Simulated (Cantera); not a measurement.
A perfectly stirred reactor is fed with H2 : O2 = 0.025 : 1 (molar parts), equivalence ratio 0.013, at 0.00168 atm; it is held at 1400 K, and followed from long to short residence time.

Cantera simulation using the H2/O2 subset of GRI-Mech 3.0, which has no nitrogen chemistry; the numbers are that mechanism's predictions, not measurements. Radical loss at walls, strong at low pressure, is not modelled.

x: mole fraction; the columns are a selection and need not sum to one.

```tsv
τ (s)	x H2	x O2	x H2O	x O	x H2O2	x HO2
9.8	0.000139	0.962	0.0228	0.0116	2.91e-9	9.97e-8
3.7	0.000188	0.958	0.0224	0.0153	3.16e-9	1.13e-7
1.4	0.000236	0.956	0.0220	0.0178	3.32e-9	1.20e-7
0.52	[?]	0.954	0.0218	0.0191	3.45e-9	1.25e-7
0.20	0.000462	0.954	0.0215	0.0194	3.66e-9	1.30e-7
0.074	0.000859	0.954	0.0209	0.0189	4.12e-9	1.37e-7
0.028	0.00182	0.955	0.0196	0.0176	4.98e-9	1.47e-7
0.010	[?]	0.958	[?]	[?]	6.17e-9	1.58e-7
0.0039	0.00930	0.962	0.0119	0.0101	6.33e-9	1.57e-7
```

### Question
Some entries are withheld; supply them.

### Answer

- 0.52, x H2: 0.000309
- 0.010, x H2: 0.00427
- 0.010, x H2O: 0.0168
- 0.010, x O: 0.0147
